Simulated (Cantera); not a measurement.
An isothermal, constant-pressure homogeneous reactor starts with NH3 : H2 = 1 : 14 (molar parts), at 1500 K and 1.40 bar. Integrator tolerance rtol = 1e-08.

Model: the gas-phase N/H chemistry of the illustrative SiF4/NH3 mechanism in the Surface Chemkin manual (1991), integrated in Cantera. Walls and surfaces, which speed up NH3 decomposition in real reactors, are not modelled.

```
quantity                                            before                                     after
----------------  ----------------------------------------  ----------------------------------------
x(NH3) at 60.0 s    0.0626 (gas-phase equilibrium 1.44e-5)     0.126 (gas-phase equilibrium 1.96e-5)
x(H2) at 60.0 s        0.936 (gas-phase equilibrium 0.969)       0.865 (gas-phase equilibrium 0.936)
x(N2) at 60.0 s     0.00193 (gas-phase equilibrium 0.0312)    0.00882 (gas-phase equilibrium 0.0638)
x(NH) at 60.0 s     3.09e-9 (gas-phase equilibrium <1e-12)    6.48e-9 (gas-phase equilibrium <1e-12)
x(NH2) at 60.0 s  2.10e-6 (gas-phase equilibrium 4.84e-10)  4.32e-6 (gas-phase equilibrium 6.68e-10)
```

Q: Name the change that produced these shifts.
A) pressure from 1.40 bar to 0.0133 bar
B) pressure from 1.40 bar to 0.540 bar
C) NH3 1 to 2.4 parts
D) pressure from 1.40 bar to 0.0640 bar

A: C, NH3 1 to 2.4 parts
